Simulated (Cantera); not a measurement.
# Thermodynamics of hydrogen reduction and annealing atmospheres, feed V2O3 + H2

Input: 1 mol V2O3, 4 mol H2, at 1300 K and 51.8 Torr.

Equilibrium computed with Cantera from the NASA thermochemical tables; the gas is ideal and each condensed phase is pure. Candidate condensed phases: H2O, V, VO, V2O3, V2O4, V2O5; 12 gas species. Mutual solubility and eutectic melting of coexisting phases are not modelled. VO: taken at fixed stoichiometry. Condensed phases not in the tables: the oxides between V2O3 and V2O5 other than VO2. Rates play no part.

The x(H2) is 0.999, the x(H2O) is 0.00101 and the x(H) is 4.21e-6. The n(VO(s)) is 0.00807 mol. The n(V2O3(s)) is 0.996 mol, the gas amount comes out as 4.000 mol and the log10 activity of V(s) (absent) is -2.80. The log10 activity of V2O5(l) (absent) is -14.60.
